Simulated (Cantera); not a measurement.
Input: 1 mol acetone, 1.8 mol H₂, 0.93 mol NH₃, equilibrated at 873 K.

Method: chemical equilibrium by Gibbs-energy minimisation in Cantera with the NASA 1993 tables (ideal gas, pure condensed phases). Candidate condensed phases: C, C₆H₆, C₇H₈, C₈H₁₈, H₂O; 136 gas species. The feed counts by its element totals alone. The ideal-gas law is rough above about 30 bar. The numbers say what is thermodynamically allowed, not how fast it happens.

Task: What share of the C ends up in condensed phases as a function of P (Pa), at 10, 56, 320, 1800, 10000, 56000, 320000, 1800000, 10000000?

Result: 
| P (Pa) | C condensed (%) | as |
|---|---|---|
| 10 | 66.7 | C(graphite) |
| 56 | 66.7 | C(graphite) |
| 320 | 66.9 | C(graphite) |
| 1800 | 67.9 | C(graphite) |
| 10000 | 69.6 | C(graphite) |
| 56000 | 62.5 | C(graphite) |
| 320000 | 41.6 | C(graphite) |
| 1800000 | 24.4 | C(graphite) |
| 10000000 | 15.6 | C(graphite) |
